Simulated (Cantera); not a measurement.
**Adiabatic ignition**

An adiabatic, constant-volume homogeneous reactor starts with CH₄ : CO : O₂ : N₂ = 1 : 0.072 : 1.36 : 5.1 (molar parts), equivalence ratio 1.5, at 1725 K and 8.70 bar.

Detailed kinetics in Cantera: GRI-Mech 3.0 (53 species, 325 reactions). Above 3000 K some thermodynamic fits are extrapolated.

| t (s) | T (K) | P (bar) | x CH₄ | x CO | x O₂ | x HO₂ | x OH | x C₂H₂ |
|---|---|---|---|---|---|---|---|---|
| 2.00e-6 | 1725 | 8.70 | 0.133 | 0.00956 | 0.181 | 1.23e-5 | 6.54e-7 | 7.90e-11 |
| 4.80e-6 | 1725 | 8.70 | 0.132 | 0.00956 | 0.180 | 1.92e-5 | 1.60e-6 | 4.75e-9 |
| 1.15e-5 | 1729 | 8.72 | 0.130 | 0.00965 | 0.179 | 3.94e-5 | 4.69e-6 | 3.15e-7 |
| 2.76e-5 | 1831 | 9.30 | 0.109 | 0.0157 | 0.164 | 0.000250 | 5.80e-5 | 7.30e-5 |
| 6.62e-5 | 3188 | 17.8 | 2.58e-11 | 0.100 | 0.00180 | 4.19e-6 | 0.0143 | <1e-12 |
| 0.000159 | 3185 | 17.8 | 2.63e-11 | 0.100 | 0.00175 | 4.08e-6 | 0.0141 | <1e-12 |
| 0.000381 | 3185 | 17.8 | 2.63e-11 | 0.100 | 0.00175 | 4.08e-6 | 0.0141 | <1e-12 |
| 0.000913 | 3185 | 17.8 | 2.63e-11 | 0.100 | 0.00175 | 4.08e-6 | 0.0141 | <1e-12 |
| 0.00219 | 3185 | 17.8 | 2.63e-11 | 0.100 | 0.00175 | 4.08e-6 | 0.0141 | <1e-12 |
| 0.00525 | 3185 | 17.8 | 2.63e-11 | 0.100 | 0.00175 | 4.08e-6 | 0.0141 | <1e-12 |
| 0.0126 | 3185 | 17.8 | 2.63e-11 | 0.100 | 0.00175 | 4.08e-6 | 0.0141 | <1e-12 |
| 0.0302 | 3185 | 17.8 | 2.63e-11 | 0.100 | 0.00175 | 4.08e-6 | 0.0141 | <1e-12 |
| 0.0725 | 3185 | 17.8 | 2.63e-11 | 0.100 | 0.00175 | 4.08e-6 | 0.0141 | <1e-12 |
| 0.174 | 3185 | 17.8 | 2.63e-11 | 0.100 | 0.00175 | 4.08e-6 | 0.0141 | <1e-12 |
| 0.417 | 3185 | 17.8 | 2.63e-11 | 0.100 | 0.00175 | 4.08e-6 | 0.0141 | <1e-12 |
| 1.00 | 3185 | 17.8 | 2.63e-11 | 0.100 | 0.00175 | 4.08e-6 | 0.0141 | <1e-12 |
x: mole fraction; the columns are a selection and need not sum to one.

```
Property                                                               Value
---------------------------------  -----------------------------------------
time of steepest temperature rise                                    32.4 µs
temperature at 1.00 s                                                 3185 K
equilibrium temperature                                               3185 K
x(CH₄) at 1.00 s                   2.63e-11 (gas-phase equilibrium 3.06e-11)
x(CO) at 1.00 s                          0.100 (gas-phase equilibrium 0.100)
x(O₂) at 1.00 s                      0.00175 (gas-phase equilibrium 0.00175)
```
